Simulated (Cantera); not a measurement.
# Premixed flame

A freely propagating, adiabatic, planar premixed flame of H₂ : O₂ : N₂ = 1 : 0.357 : 1.34 (molar parts), unburnt at 375 K and 0.365 atm; multicomponent transport, grid criteria slope 0.08 and curve 0.16, no radiation.

Detailed kinetics in Cantera: the H2/O2 subset of GRI-Mech 3.0, which has no nitrogen chemistry. Burning velocities carry a grid error of a few per cent, more on coarse grids.

| z (mm) | T (K) | u (m/s) | x H₂ | x O₂ | x H | x OH | x H₂O₂ | x O |
|---|---|---|---|---|---|---|---|---|
| -4.20 | 375 | 3.72 | 0.371 | 0.132 | <1e-8 | <1e-8 | <1e-8 | <1e-8 |
| -2.80 | 375 | 3.72 | 0.371 | 0.132 | <1e-8 | <1e-8 | <1e-8 | <1e-8 |
| -2.10 | 375 | 3.72 | 0.371 | 0.132 | <1e-8 | <1e-8 | <1e-8 | <1e-8 |
| -1.40 | 375 | 3.72 | 0.371 | 0.132 | <1e-8 | <1e-8 | <1e-8 | <1e-8 |
| -0.700 | 382 | 3.77 | 0.369 | 0.133 | 1.03e-5 | 9.37e-6 | 2.83e-6 | 1.10e-6 |
| -0.350 | 638 | 6.18 | 0.338 | 0.126 | 0.00647 | 0.000875 | 4.16e-5 | 0.000172 |
| 0 | 1111 | 10.4 | 0.220 | 0.0854 | 0.0515 | 0.00229 | 1.47e-6 | 0.00428 |
| 0.350 | 1411 | 13.0 | 0.114 | 0.0244 | 0.0887 | 0.00617 | 1.22e-6 | 0.00759 |
| 0.700 | 1539 | 14.1 | 0.0960 | 0.0102 | 0.0888 | 0.00800 | 9.11e-7 | 0.00682 |
| 1.40 | 1670 | 15.2 | 0.0988 | 0.00711 | 0.0761 | 0.00953 | 5.66e-7 | 0.00596 |
| 2.80 | 1811 | 16.3 | 0.104 | 0.00538 | 0.0608 | 0.0105 | 3.02e-7 | 0.00474 |
| 5.60 | 1952 | 17.4 | 0.108 | 0.00365 | 0.0458 | 0.0105 | 1.55e-7 | 0.00330 |
| 11.2 | 2079 | 18.3 | 0.112 | 0.00216 | 0.0326 | 0.00945 | 8.27e-8 | 0.00198 |
x: mole fraction of selected species; z is measured from the peak of heat release.

```json
{
  "laminar_burning_velocity": "372 cm/s",
  "thermal_thickness": "1.40 mm",
  "peak x(H)": "0.0910",
  "peak x(OH)": "0.0107",
  "peak x(H₂O₂)": "4.86e-5",
  "peak x(O)": "0.00764"
}
```
